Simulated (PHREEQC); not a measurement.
0.61 g of hydrous ferric oxide (600 m²/g; 0.2 weak and 0.005 strong sites per Fe, Dzombak-Morel constants, diffuse double layer) in 1 kg of water with 0.3 mol/kgw of an inert sodium salt and 0.00097 mol Ag2SO4, 0.0019 mol CuSO4 and 8.3e-05 mol PbCl2, at 25 °C; the pH is set by adding NaOH or the inert anion's acid. Oxygen is held at 0.21 atm. No CO2 enters from the air. No solid was allowed to form.

Base run: PHREEQC, ion-association model, wateq4f.dat. Each further column changes one thing. The table gives Cu sorbed (%).

```json
[
 {"pH": "4", "base": "1.1", "no electrostatic term (-no_edl)": "1.3", "background salt from 0.3 to 0.03 mol/kgw": "1.3", "oxide from 0.61 to 3 g/kgw": "6.4"},
 {"pH": "4.67", "base": "9.3", "no electrostatic term (-no_edl)": "12.9", "background salt from 0.3 to 0.03 mol/kgw": "11.1", "oxide from 0.61 to 3 g/kgw": "37.7"},
 {"pH": "5.33", "base": "39.0", "no electrostatic term (-no_edl)": "50.8", "background salt from 0.3 to 0.03 mol/kgw": "?", "oxide from 0.61 to 3 g/kgw": "?"},
 {"pH": "6.67", "base": "60.6", "no electrostatic term (-no_edl)": "?", "background salt from 0.3 to 0.03 mol/kgw": "51.8", "oxide from 0.61 to 3 g/kgw": "99.9"},
 {"pH": "7.33", "base": "60.0", "no electrostatic term (-no_edl)": "70.1", "background salt from 0.3 to 0.03 mol/kgw": "?", "oxide from 0.61 to 3 g/kgw": "100.0"},
 {"pH": "8", "base": "54.8", "no electrostatic term (-no_edl)": "69.5", "background salt from 0.3 to 0.03 mol/kgw": "46.7", "oxide from 0.61 to 3 g/kgw": "99.9"},
 {"pH": "8.67", "base": "43.3", "no electrostatic term (-no_edl)": "68.3", "background salt from 0.3 to 0.03 mol/kgw": "37.0", "oxide from 0.61 to 3 g/kgw": "99.8"},
 {"pH": "9.33", "base": "30.1", "no electrostatic term (-no_edl)": "?", "background salt from 0.3 to 0.03 mol/kgw": "25.5", "oxide from 0.61 to 3 g/kgw": "99.3"},
 {"pH": "10.67", "base": "4.7", "no electrostatic term (-no_edl)": "?", "background salt from 0.3 to 0.03 mol/kgw": "4.7", "oxide from 0.61 to 3 g/kgw": "88.3"},
 {"pH": "11.33", "base": "0.6", "no electrostatic term (-no_edl)": "0.2", "background salt from 0.3 to 0.03 mol/kgw": "0.9", "oxide from 0.61 to 3 g/kgw": "68.8"},
 {"pH": "12", "base": "0.1", "no electrostatic term (-no_edl)": "0.0", "background salt from 0.3 to 0.03 mol/kgw": "0.2", "oxide from 0.61 to 3 g/kgw": "37.2"}
]
```

Q: Complete the blanks.

A: 
- 5.33, background salt from 0.3 to 0.03 mol/kgw: 37.4
- 5.33, oxide from 0.61 to 3 g/kgw: 89.1
- 6.67, no electrostatic term (-no_edl): 70.6
- 7.33, background salt from 0.3 to 0.03 mol/kgw: 50.7
- 9.33, no electrostatic term (-no_edl): 57.3
- 10.67, no electrostatic term (-no_edl): 2.6

In at least one series the solution becomes supersaturated in solids that the run did not let form, among them Cu(OH)2, Brochantite, Antlerite, Atacamite, Larnakite. The database's constant for dissolved Cu(OH)2 is higher than later reviews accept.
